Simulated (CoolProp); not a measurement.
Ammonia along the isobar 13300 kPa: Z from the reference equation and from simpler models built on Tc = 132.4 °C, pc = 11360 kPa, ω = 0.256; each cubic takes its own stable root.

Computed with CoolProp (reference Helmholtz-energy equation of state, Gao 2020).

| T (°C) | phase | reference | van der Waals | Redlich-Kwong |
|---|---|---|---|---|
| -6.85 | liquid | 0.1560 | 0.2922 | ? |
| 11.55 | liquid | 0.1514 | 0.2819 | 0.1971 |
| 29.85 | liquid | ? | 0.2741 | 0.1937 |
| 48.25 | liquid | 0.1462 | 0.2687 | 0.1924 |
| 66.65 | liquid | 0.1458 | 0.2660 | ? |
| 84.95 | liquid | 0.1474 | 0.2666 | ? |
| 103.35 | liquid | 0.1523 | 0.2718 | 0.2078 |
| 121.75 | liquid | 0.1646 | 0.2860 | 0.2289 |
| 140.05 | supercritical | 0.2359 | 0.3286 | 0.3027 |
| 158.45 | supercritical | 0.5332 | 0.5229 | 0.5404 |
| 176.85 | supercritical | ? | 0.6263 | ? |

Question: Some entries are withheld; supply them.

Answer: 
- -6.85, Redlich-Kwong: 0.2025
- 29.85, reference: 0.1481
- 66.65, Redlich-Kwong: 0.1936
- 84.95, Redlich-Kwong: 0.1980
- 176.85, reference: 0.6390
- 176.85, Redlich-Kwong: 0.6384
